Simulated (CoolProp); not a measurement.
Properties of toluene along the isobar 0.65 MPa.

Values from CoolProp's reference Helmholtz-energy equation of state, Lemmon 2006. It is a short technical equation, of lower accuracy than the large ones.

| T (K) | phase | density (kg/m³) | cv (kJ/(kg K)) | Joule-Thomson coefficient (K/MPa) | expansivity (1/kK) | viscosity (µPa s) | conductivity (mW/(m K)) |
|---|---|---|---|---|---|---|---|
| 497.7 | gas | 16.31 | 1.793 | 15.39 | 2.993 | ? | 29.3 |
| 507.1 | gas | 15.87 | 1.818 | 14.25 | 2.849 | 11.6 | 30.3 |
| 516.5 | gas | 15.46 | 1.843 | 13.23 | ? | 11.8 | 31.4 |
| 525.9 | gas | 15.08 | 1.868 | 12.33 | 2.611 | 12.1 | 32.5 |
| 535.3 | gas | 14.72 | 1.893 | 11.52 | 2.511 | 12.3 | 33.6 |
| 544.7 | gas | 14.38 | 1.917 | 10.80 | ? | 12.5 | 34.7 |
| 554.1 | gas | 14.07 | 1.942 | 10.14 | 2.338 | 12.7 | 35.8 |
| 563.5 | gas | 13.77 | 1.966 | 9.548 | 2.262 | ? | 36.9 |
| 573 | gas | 13.48 | 1.989 | 9.002 | 2.193 | 13.2 | 38.0 |
| 582.4 | gas | 13.21 | 2.013 | 8.508 | 2.129 | 13.4 | 39.1 |
| 591.8 | gas | 12.95 | 2.036 | 8.056 | 2.070 | 13.6 | 40.2 |
| 601.2 | gas | 12.70 | 2.058 | 7.642 | 2.015 | 13.8 | 41.4 |
| 610.6 | gas | 12.47 | 2.081 | 7.259 | 1.963 | ? | 42.5 |
| 620 | gas | 12.24 | 2.103 | 6.907 | 1.915 | 14.2 | 43.6 |

**Question.** Some entries are withheld; supply them.

**Answer.** 
- 497.7, viscosity (µPa s): 11.4
- 516.5, expansivity (1/kK): 2.723
- 544.7, expansivity (1/kK): 2.420
- 563.5, viscosity (µPa s): 12.9
- 610.6, viscosity (µPa s): 14.0

Viscosity comes from a separate model (Avgeri 2015). Thermal conductivity comes from a separate model (Assael 2012).
